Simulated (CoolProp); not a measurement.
Vapour-liquid equilibrium of cyclohexane (1) + n-nonane (2) at 0.0635 MPa; x and y are mole fractions of (1).

Model: multi-fluid Helmholtz-energy mixture model, Zhou 2014 and Lemmon 2006; pair parameters Bell 2016, in CoolProp.

Task: Give the bubble temperature and the first vapour's composition at x = 0.5, 0.8, 0.95. Is there an azeotrope?

Result: x = 0.5: 359.3 K, y = 0.895; x = 0.8: 345.6 K, y = 0.977; x = 0.95: 340.6 K, y = 0.996. No azeotrope shows between x = 0.05 and 0.95.

Pair parameters are fitted to limited data, so mixtures are less certain than the pure fluids.
